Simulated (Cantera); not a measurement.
Cantera with NASA thermochemical tables; ideal gases at 1 bar, condensed phases pure. Values are per mole of reaction as written; species without (g) are pure solids or liquids, kept so even where they would boil at 1 bar.

H2(g) + S → H2S(g)

| T (K) | ΔH° (kJ) | ΔS° (J/K) | ΔG° (kJ) | log10 K | condensed phases |
|---|---|---|---|---|---|
| 373 | -22.2 | 37.9 | -36.4 | 5.10 | S(s) |
| 473 | … | … | … | … | S(l) |
| 573 | -30.0 | 20.6 | -41.8 | 3.81 | S(l) |
| 673 | … | … | … | … | S(l) |
| 773 | -34.3 | 14.1 | -45.2 | 3.05 | S(l) |
| 873 | -36.2 | 11.8 | -46.5 | 2.78 | S(l) |
| 973 | -38.2 | 9.7 | -47.6 | 2.55 | S(l) |
| 1073 | -39.7 | 8.1 | -48.5 | 2.36 | S(l) |

### Question
Complete the blanks.

### Answer

- 473, ΔH° (kJ): -26.9
- 473, ΔS° (J/K): 26.6
- 473, ΔG° (kJ): -39.5
- 473, log10 K: 4.36
- 673, ΔH° (kJ): -32.4
- 673, ΔS° (J/K): 16.7
- 673, ΔG° (kJ): -43.7
- 673, log10 K: 3.39
